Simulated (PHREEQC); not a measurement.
0.91 g of hydrous ferric oxide (600 m²/g; 0.2 weak and 0.005 strong sites per Fe, Dzombak-Morel constants, diffuse double layer) in 1 kg of water with 0.001 mol/kgw of an inert sodium salt and 0.045 mmol/kgw MnCl2, 0.024 mmol/kgw Na2HAsO4 and 0.017 mmol/kgw H3BO3, at 25 °C; the pH is set by adding NaOH or the inert anion's acid. No oxygen is let in. The system is closed to CO2. No solid was allowed to form.

All values are PHREEQC results (ion-association model, wateq4f.dat), not measurements.

Problem. Predict Mn sorbed (%) at pH = 4.5, 5, 6, 9.

Solution. 
| pH | Mn sorbed (%) |
|---|---|
| 4.5 | 0.0 |
| 5 | 0.2 |
| 6 | 12.0 |
| 9 | 100.0 |

Species that the database lacks are ignored. The database has no arsenate complexes of Mn. The oxide is taken as insoluble; below pH 4 it would dissolve.
